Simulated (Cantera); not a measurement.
**Thermodynamics of tantalum, niobium, vanadium and zirconium in process gases, feed Ta + H₂O + H₂**

A closed system holds: 1 mol Ta, 0.36 mol H₂O, 130 mol H₂, equilibrated at 6.50 Pa.

Equilibrium computed with Cantera from the NASA thermochemical tables; the gas is ideal and each condensed phase is pure. Candidate condensed phases: H₂O, Ta, Ta₂O₅; 12 gas species. Mutual solubility and eutectic melting of coexisting phases are not modelled. Condensed phases not in the tables: N, O or C dissolved in the metal. Kinetics and transport are ignored.

| T (°C) | x H₂ | x H | x TaO | x Ta | x TaO₂ | x H₂O | n Ta(s) | n Ta₂O₅(s) |
|---|---|---|---|---|---|---|---|---|
| 877 | 1.000 | 9.25e-6 | <1e-12 | <1e-12 | <1e-12 | 2.25e-6 | 0.856 | 0.0719 |
| 1027 | 1.000 | 0.000137 | 2.03e-11 | <1e-12 | 8.39e-11 | 1.44e-5 | 0.857 | 0.0716 |
| 1177 | 0.999 | 0.00117 | 5.51e-9 | <1e-12 | 2.50e-8 | 6.18e-5 | 0.859 | 0.0704 |
| 1327 | 0.993 | 0.00672 | 5.13e-7 | <1e-12 | 2.48e-6 | 0.000198 | 0.866 | 0.0667 |
| 1477 | 0.971 | 0.0284 | 2.17e-5 | 1.61e-12 | 0.000109 | 0.000504 | 0.878 | 0.0523 |
| 1627 | 0.905 | 0.0936 | 0.000289 | 1.12e-10 | 0.000865 | 0.000604 | 0.842 | 0 |
| 1777 | 0.754 | 0.244 | 0.000930 | 4.17e-9 | 0.000630 | 0.000221 | 0.768 | 0 |
| 1927 | 0.503 | 0.495 | 0.00163 | 9.51e-8 | 0.000195 | 4.62e-5 | 0.684 | 0 |
| 2077 | 0.240 | 0.758 | 0.00164 | 1.46e-6 | 2.72e-5 | 5.00e-6 | 0.648 | 0 |
| 2227 | 0.0857 | 0.913 | 0.00148 | 1.61e-5 | 3.83e-6 | 4.34e-7 | 0.639 | 0 |
| 2377 | 0.0279 | 0.971 | 0.00141 | 0.000136 | 7.32e-7 | 4.20e-8 | 0.608 | 0 |
| 2527 | 0.00948 | 0.988 | 0.00138 | 0.000909 | 1.76e-7 | 5.00e-9 | 0.407 | 0 |
x: gas mole fraction; n: condensed amount in mol.

From 877 °C to 1477 °C the condensed part is Ta(s) + Ta₂O₅(s). From 1627 °C to 2527 °C the condensed part is Ta(s).
